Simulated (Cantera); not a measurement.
**Thermodynamics of boron, boron nitride and boron oxide, feed BCl3 + H2 + N2**

Input: 1 mol BCl3, 1.2 mol H2, a varied amount of N2, equilibrated at 1873.15 K and 100 Torr.

Method: chemical equilibrium by Gibbs-energy minimisation in Cantera with the NASA 1993 tables (ideal gas, pure condensed phases). Candidate condensed phases: B, BN, NH4Cl; 21 gas species. The tables' values for BCl2, BCl are old estimates; treat these amounts as uncertain. Gases not in the tables: BHCl2. Kinetics and transport are ignored.

```tsv
n(N2) (mol)	log p N2	log p HCl	log p BCl3	log p H2	log p Cl	log p BCl2	log p BCl	log p H	n BN(s)
2.3	-1.24	-1.20	-2.09	-2.39	-3.32	-3.34	-3.84	-4.39	0.705
2.8	-1.19	-1.25	-2.15	-2.46	-3.33	-3.38	-3.87	-4.42	0.710
3.3	-1.15	-1.29	-2.19	-2.52	-3.34	-3.42	-3.90	-4.45	0.714
3.9	-1.11	-1.33	-2.24	-2.58	-3.35	-3.46	-3.93	-4.48	0.717
4.7	-1.08	-1.38	-2.31	-2.66	-3.36	-3.51	-3.96	-4.52	0.721
5.6	-1.05	-1.43	-2.37	-2.73	-3.38	-3.55	-3.99	-4.55	0.725
6.7	-1.02	-1.49	-2.43	-2.80	-3.39	-3.60	-4.02	-4.59	0.728
8	-1.00	-1.54	-2.50	-2.88	-3.41	-3.65	-4.05	-4.63	0.732
9.6	-0.98	-1.60	-2.57	-2.96	-3.43	-3.70	-4.08	-4.67	0.735
11	-0.97	-1.65	-2.62	-3.03	-3.45	-3.73	-4.11	-4.70	0.737
14	-0.95	-1.74	-2.72	-3.14	-3.48	-3.80	-4.14	-4.76	0.742
16	-0.94	-1.79	-2.78	-3.20	-3.50	-3.84	-4.17	-4.79	0.744
20	-0.93	-1.87	-2.88	-3.31	-3.53	-3.91	-4.20	-4.85	0.748
```
log p: log10 of the partial pressure in bar; n: condensed amount in mol.

From 2.3 mol N2 to 20 mol N2 the condensed part is BN(s). The main B-bearing gas is BCl3 throughout. The share of B in condensed phases is highest at 20 mol N2 (74.8 %) and lowest at 2.3 mol N2 (70.5 %).
